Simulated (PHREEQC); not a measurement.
## Hard or scaling water: speciation

A solution holds 0.026 mol/kgw MgCl2, 0.058 mol/kgw NaHCO3 and 8.5e-07 mol/kgw H4SiO4, at 20 °C. Closed to the air; pH follows from the charge balance.

The numbers come from PHREEQC with the ion-association model, phreeqc.dat.

No solid was allowed to form.

Problem. What pH, specific conductance does the model give?

Solution. pH 7.86; specific conductance 7980 µS/cm.

Problem. In which forms is Na present?

Solution. Na+ 98 %, NaHCO3 1.7 % of the Na.
